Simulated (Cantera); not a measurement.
## NO annealing gas

An isothermal, constant-pressure homogeneous reactor starts with 14.9 % NO, 85.1 % N2, at 1748 K and 760 Torr.

Model: GRI-Mech 3.0 (53 species, 325 reactions), integrated in Cantera.

```csv
t (s),x NO,x N2,x N2O,x NO2,x O,x O2
2.00e-5,0.149,0.851,6.44e-8,1.16e-8,5.33e-8,3.25e-11
5.97e-5,0.149,0.851,1.91e-7,8.04e-8,1.15e-7,2.35e-10
0.000178,0.149,0.851,5.58e-7,4.11e-7,1.82e-7,1.42e-9
0.000532,0.149,0.851,1.57e-6,1.57e-6,2.93e-7,8.77e-9
0.00159,0.149,0.851,3.93e-6,5.57e-6,6.46e-7,9.18e-8
0.00474,0.149,0.851,7.45e-6,1.85e-5,1.70e-6,1.74e-6
0.0141,0.149,0.851,9.09e-6,3.49e-5,2.95e-6,2.38e-5
0.0422,0.149,0.851,9.12e-6,3.73e-5,3.14e-6,0.000118
0.126,0.148,0.851,9.05e-6,4.01e-5,3.37e-6,0.000400
0.376,0.147,0.852,8.84e-6,4.71e-5,3.98e-6,0.00124
1.12,0.142,0.854,8.25e-6,6.21e-5,5.36e-6,0.00367
3.35,0.128,0.861,6.76e-6,8.47e-5,7.99e-6,0.0103
10.0,0.0984,0.876,3.99e-6,9.79e-5,1.20e-5,0.0253
```
x: mole fraction; the columns are a selection and need not sum to one.

Equilibrium at this temperature and pressure: NO 0.00223, N2 0.924, N2O 1.41e-7, NO2 3.72e-6, O 1.99e-5, O2 0.0735 (gas phase only).
